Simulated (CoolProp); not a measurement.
A closed Brayton cycle with carbon dioxide: compressor inlet 324.15 K and 9 MPa, high pressure 16.5 MPa, turbine inlet 765 K, compressor efficiency 0.89, turbine efficiency 0.9, recuperator effectiveness 0.8 (on enthalpy, no pinch check). Each further row changes one setting.

Computed with CoolProp (reference Helmholtz-energy equation of state, Span 1996).

| case | thermal efficiency (%) | net work (kJ/kg) | compressor to turbine work | compressor exit (K) | turbine exit (K) |
|---|---|---|---|---|---|
| as stated | 23.3 | 50.6 | 0.33 | 369.8 | 694.7 |
| turbine inlet 715 K | … | 45.0 | 0.36 | 369.8 | 647.4 |
| compressor inlet 334.15 K | 22.9 | … | 0.39 | 384.9 | 694.7 |
| high pressure 14 MPa | … | … | 0.31 | … | … |
| recuperator effectiveness 0.5 | 15.2 | 50.6 | 0.33 | 369.8 | 694.7 |

**Question.** Complete the blanks.

**Answer.** 
- turbine inlet 715 K, thermal efficiency (%): 22.4
- compressor inlet 334.15 K, net work (kJ/kg): 46.2
- high pressure 14 MPa, thermal efficiency (%): 19.7
- high pressure 14 MPa, net work (kJ/kg): 38.3
- high pressure 14 MPa, compressor exit (K): 357.3
- high pressure 14 MPa, turbine exit (K): 713.5
